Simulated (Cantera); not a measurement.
A Cantera script and its output.

```python
import numpy as np
import cantera as ct

gas = ct.Solution("gri30.yaml")
gas.TPX = 1050, 110000, {'CO': 1, 'H2': 0.042, 'CH4': 0.2, 'O2': 1.37, 'N2': 5.17}
reactor = ct.IdealGasConstPressureReactor(gas, energy="on", clone=False)
net = ct.ReactorNet([reactor])
net.rtol, net.atol = 1e-08, 1e-16
show = ['CO', 'H2', 'CH4', 'HCN', 'O2', 'CH2O']
times = np.geomspace(1e-06, 0.2, 13)

steps = ct.SolutionArray(gas, extra=["t"])
rows = []
print(f"{'t/s':>10s}{'T/K':>9s}{'P/Pa':>11s}" + "".join(f"{s:>11s}" for s in show))
for t in times:
    while net.time < t:
        t_next = net.step()
        steps.append(gas.state, t=t_next)
    rows.append([np.interp(t, steps.t, y) for y in (steps.T, steps.P, *steps(*show).X.T)])
    print(f"{t:10.3e}{rows[-1][0]:9.1f}{rows[-1][1]:11.4g}" + "".join(f"{x:11.3e}" for x in rows[-1][2:]))
rate = np.gradient(steps.T, steps.t)
print("integrator steps:", len(steps.t))
if steps.T.max() > steps.T[0] + 200:
    print(f"time of steepest temperature rise: {steps.t[rate.argmax()]:.4e} s")
gas.TPX = 1050, 110000, {'CO': 1, 'H2': 0.042, 'CH4': 0.2, 'O2': 1.37, 'N2': 5.17}
gas.equilibrate("HP")
print(f"equilibrium (HP): T = {gas.T:.1f} K  " + "  ".join(f"{s} {gas[s].X[0]:.3e}" for s in show))
```

It prints:

```
       t/s      T/K       P/Pa         CO         H2        CH4        HCN         O2       CH2O
 1.000e-06   1050.0    1.1e+05  1.285e-01  5.397e-03  2.570e-02  7.301e-32  1.760e-01  2.236e-15
 2.765e-06   1050.0    1.1e+05  1.285e-01  5.397e-03  2.570e-02  1.376e-30  1.760e-01  2.980e-14
 7.647e-06   1050.0    1.1e+05  1.285e-01  5.397e-03  2.570e-02  5.194e-29  1.760e-01  4.797e-13
 2.115e-05   1050.0    1.1e+05  1.285e-01  5.397e-03  2.570e-02  1.644e-27  1.760e-01  7.312e-12
 5.848e-05   1050.0    1.1e+05  1.285e-01  5.397e-03  2.570e-02  2.823e-26  1.760e-01  8.907e-11
 1.617e-04   1050.0    1.1e+05  1.285e-01  5.397e-03  2.570e-02  3.551e-25  1.760e-01  8.920e-10
 4.472e-04   1050.0    1.1e+05  1.285e-01  5.397e-03  2.570e-02  6.434e-24  1.760e-01  9.106e-09
 1.237e-03   1050.0    1.1e+05  1.285e-01  5.397e-03  2.570e-02  9.133e-22  1.760e-01  1.525e-07
 3.420e-03   1051.0    1.1e+05  1.284e-01  5.387e-03  2.559e-02  1.082e-16  1.760e-01  3.520e-05
 9.457e-03   2441.4    1.1e+05  1.512e-02  9.416e-04  8.209e-19  5.818e-12  6.576e-02  6.227e-12
 2.615e-02   2435.4    1.1e+05  1.472e-02  9.199e-04  7.910e-19  1.058e-11  6.319e-02  5.964e-12
 7.232e-02   2430.0    1.1e+05  1.451e-02  9.095e-04  7.703e-19  1.340e-11  6.129e-02  5.815e-12
 2.000e-01   2429.4    1.1e+05  1.449e-02  9.084e-04  7.681e-19  1.367e-11  6.108e-02  5.799e-12
integrator steps: 1938
time of steepest temperature rise: 6.8526e-03 s
equilibrium (HP): T = 2429.4 K  CO 1.449e-02  H2 9.084e-04  CH4 1.138e-18  HCN 1.367e-11  O2 6.108e-02  CH2O 5.799e-12
```

Detailed kinetics in Cantera: GRI-Mech 3.0 (53 species, 325 reactions).
